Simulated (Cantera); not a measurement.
Source: NASA polynomial tables (part measured, part estimated), evaluated in Cantera. Values are per mole of reaction as written; species without (g) are pure solids or liquids, kept so even where they would boil at 1 bar.

V + 3 VO2(g) = 2 V2O3, with ΔH° = -1739.6 kJ and ΔS° = -628.1 J/K at 300 K.

Task: How far is the shortcut ΔG° ≈ ΔH°(300 K) − T·ΔS°(300 K) from the full temperature-dependent value at 1148, 1248, 1348, 1448, 1548, 1648, 1748, 1848 K?

Result: 
| T (K) | shortcut (kJ) | full (kJ) | difference (kJ) | difference in log10 K |
|---|---|---|---|---|
| 1148 | -1018.6 | -1065.0 | 46.5 | -2.11 |
| 1248 | -955.7 | -1012.0 | 56.2 | -2.35 |
| 1348 | -892.9 | -959.7 | 66.7 | -2.59 |
| 1448 | -830.1 | -908.0 | 77.9 | -2.81 |
| 1548 | -767.3 | -857.1 | 89.7 | -3.03 |
| 1648 | -704.5 | -806.7 | 102.2 | -3.24 |
| 1748 | -641.7 | -757.1 | 115.4 | -3.45 |
| 1848 | -578.9 | -708.1 | 129.2 | -3.65 |
The shortcut ignores the heat-capacity change of the reaction.
